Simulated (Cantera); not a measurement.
A closed system holds: 1 mol BN, 0.24 mol H2, equilibrated at 2200 °C and 100 Torr.

These are equilibrium values from Cantera (NASA tables, ideal gas, pure condensed phases), not measurements of a reactor. Candidate condensed phases: B, BN; 15 gas species. Mutual solubility and eutectic melting of coexisting phases are not modelled. The tables' values for BH2 are old estimates; treat these amounts as uncertain. Gases not in the tables: B2H6 and higher boranes. Kinetics and transport are ignored.

Base state: H2 0.608, N2 0.342, H 0.0476, BH2 0.00222, B 0.000501, BH 7.99e-5, BN 4.30e-5, BH3 1.44e-5 (mole fractions); condensed: B(l) + BN(s).

Problem. What changes in the equilibrium state with this change: temperature from 2200 °C to 2627 °C?

Solution. 
```tsv
species	before	after
N2	0.342	0.613
H2	0.608	0.218
H	0.0476	0.147
B	0.000501	0.0175
B2	8.59e-8	1.26e-5
N	3.64e-7	1.53e-5
B(l), mol	0.258	0.983
BN(s), mol	0.741	0
```
